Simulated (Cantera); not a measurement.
What does this Cantera script print?

```python
import numpy as np
import cantera as ct

gas_names = """
    H HNO HNO2 HNO3 HO2 H2 H2O H2O2 N NH NH2 NH3 NH2OH NO NO2 NO3 N2 N2H2 N2H4 N2O O OH O2 O3 Si SiH
    SiH2 SiH3 SiH4 SiN SiO SiO2 Si2 Si2N Si3
""".split()
cond_names = """
    H2O(s) H2O(L) Si(cr) Si(L) SiO2(Lqz) SiO2(hqz) SiO2(L) Si2N2O(s) Si3N4(a)
""".split()


# ... load() reads the species with a 1 bar reference pressure and builds the phases ...
atoms = {
    'Si3N4': {'Si': 3, 'N': 4},
    'O2': {'O': 2},
    'H2': {'H': 2},
}
top_T = {'Si2N2O(s)': 2100, 'Si3N4(a)': 2400}  # K; cautious upper limits of use, not melting points


# ... equilibrate(T, P, feed) seeds the gas with the atoms and calls Mixture.equilibrate('TP', solver="vcs", rtol=1e-11, max_steps=5000) ...
results = []
feed = {'Si3N4': 1, 'O2': 2.4, 'H2': 19}  # mol
T = 1575  # K
P = 10000  # Pa
mix = equilibrate(T, P, feed)
results.append((T, P, feed, dict(zip(mix.species_names, mix.species_moles))))
x = sorted(zip(gas.X, gas.species_names), reverse=True)
print(f"T = {T:g} K  P = {P:g} Pa  gas = {mix.phase_moles(0):.4g} mol")
print("   x: " + "  ".join(f"{s} {v:.3e}" for v, s in x if v > 0.0001))
print("   condensed (mol): " + ("  ".join(f"{mix.phase(i).name} {mix.phase_moles(i):.4g}"
      for i in range(1, mix.n_phases) if mix.phase_moles(i) > 1e-12) or "none"))
```

Output:

```
T = 1575 K  P = 10000 Pa  gas = 20.62 mol
   x: H2 9.212e-01  N2 7.779e-02  SiO 7.596e-04  H2O 1.635e-04  H 1.261e-04
   condensed (mol): SiO2(hqz) 2.193  Si2N2O(s) 0.3959
```

Equilibrium computed with Cantera from the NASA thermochemical tables; the gas is ideal and each condensed phase is pure. Mutual solubility and eutectic melting of coexisting phases are not modelled. The tables hold silica as quartz up to 1696 K and as liquid above; real silica turns to tridymite and cristobalite and melts near 1996 K.
